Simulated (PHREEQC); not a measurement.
1 kg of water holding 0.023 mol CaCl2 meets 20 L of dry gas (H2 1 by moles) at fixed total pressure, at 5 atm; fugacities by Peng-Robinson. The gases take part in no redox reaction, some water evaporates into the gas, and hydrates or a liquid gas phase aren't modelled. No solid was allowed to form.

Computed with PHREEQC (ion-association model, phreeqc.dat).

```
T (°C)  dissolved H2 (mol/kgw)  φ of H2
------  ----------------------  -------
10                     0.00431    1.001
20                     0.00398    1.001
30                           ?    1.001
40                           ?    1.001
50                           ?    1.001
60                     0.00342    1.001
70                     0.00336    1.002
80                           ?    1.002
90                     0.00323    1.002
```

Q: Complete the blanks.

A: 
- 30, dissolved H2 (mol/kgw): 0.00376
- 40, dissolved H2 (mol/kgw): 0.00360
- 50, dissolved H2 (mol/kgw): 0.00350
- 80, dissolved H2 (mol/kgw): 0.00331

Species that the database lacks are ignored. At this temperature some constants are extrapolated from 25 °C, and those without enthalpy data are left unchanged.
